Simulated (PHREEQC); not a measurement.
**Nickel, zinc or cadmium bath: an equilibrium model**

A solution holds 0.034 mol NiSO4, 0.0055 mol KCl and 0.00081 mol FeSO4 per kg of water, at 75 °C. Closed to the air; pH follows from the charge balance.

Model: ion-association model, wateq4f.dat, run in PHREEQC.

No solid was allowed to form.

Estimate the pH.

pH 5.61.

In which forms is Cl present?

Cl- 98 %, NiCl+ 1.7 % of the Cl.

Away from 25 °C the constants follow the database's enthalpies or fits; those with neither stay at their 25 °C values.
